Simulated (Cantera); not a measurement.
Input (Python, Cantera) and output of one run.

```python
import numpy as np
import cantera as ct

gas_names = """
    Cu CuF CuF2 CuO Cu2 F FO FO2 F2 F2O O O2 O3
""".split()
cond_names = """
    Cu(cr) Cu(L) CuF2(s) CuF2(L) CuO(s) Cu2O(s) Cu2O(L)
""".split()


# ... load() reads the species with a 1 bar reference pressure and builds the phases ...
atoms = {
    'CuO': {'Cu': 1, 'O': 1},
    'F2': {'F': 2},
}
top_T = {'CuO(s)': 1390}  # K; cautious upper limits of use, not melting points


# ... equilibrate(T, P, feed) seeds the gas with the atoms and calls Mixture.equilibrate('TP', solver="vcs", rtol=1e-11, max_steps=5000) ...
results = []
feed = {'CuO': 1, 'F2': 11}  # mol
P = 22  # Pa
for T in [600, 700, 800, 900, 1000, 1100, 1200, 1300, 1400, 1500, 1600, 1700, 1800]:
    mix = equilibrate(T, P, feed)
    results.append((T, P, feed, dict(zip(mix.species_names, mix.species_moles))))

top = {s: max(r[3][s] / sum(r[3][g] for g in gas_names) for r in results) for s in gas_names}
cols = sorted((s for s in top if top[s] > 0.001), key=lambda s: -top[s])[:8]
seen = [c for c in cond_names if any(r[3].get(c, 0) > 1e-12 for r in results)]
print("log10 of partial pressures in bar; condensed amounts in mol")
print(f"{'T/K':>10s}" + "".join(f"{s[:9]:>10s}" for s in cols + seen))
for T, P, feed, n in results:
    ng = sum(n[g] for g in gas_names)
    print(f"{T:10.4g}" + "".join(f"{np.log10(max(n[s] / ng * P / 1e5, 1e-99)):10.3f}" for s in cols)
          + "".join(f"{n.get(c, 0):10.4g}" for c in seen))
```

It prints:

```
log10 of partial pressures in bar; condensed amounts in mol
       T/K        F2         F        O2      CuF2       CuF         O   CuF2(s)
       600    -3.683    -5.694    -4.982   -13.982   -31.108   -21.061         1
       700    -3.721    -4.702    -5.000   -10.701   -24.646   -17.946         1
       800    -3.919    -4.040    -5.081    -8.268   -19.742   -15.638    0.9997
       900    -4.507    -3.739    -5.214    -6.398   -15.734   -13.876    0.9673
      1000    -5.381    -3.699    -5.283    -4.982   -12.407   -12.445         0
      1100    -6.149    -3.691    -5.290    -4.989   -10.823   -11.248         0
      1200    -6.801    -3.689    -5.291    -4.990    -9.493   -10.246         0
      1300    -7.357    -3.689    -5.291    -4.990    -8.366    -9.398         0
      1400    -7.834    -3.689    -5.291    -4.992    -7.401    -8.670         0
      1500    -8.249    -3.689    -5.292    -5.002    -6.572    -8.038         0
      1600    -8.613    -3.689    -5.295    -5.052    -5.888    -7.486         0
      1700    -8.934    -3.689    -5.303    -5.215    -5.404    -7.001         0
      1800    -9.220    -3.688    -5.317    -5.541    -5.154    -6.573         0
```

Equilibrium computed with Cantera from the NASA thermochemical tables; the gas is ideal and each condensed phase is pure.
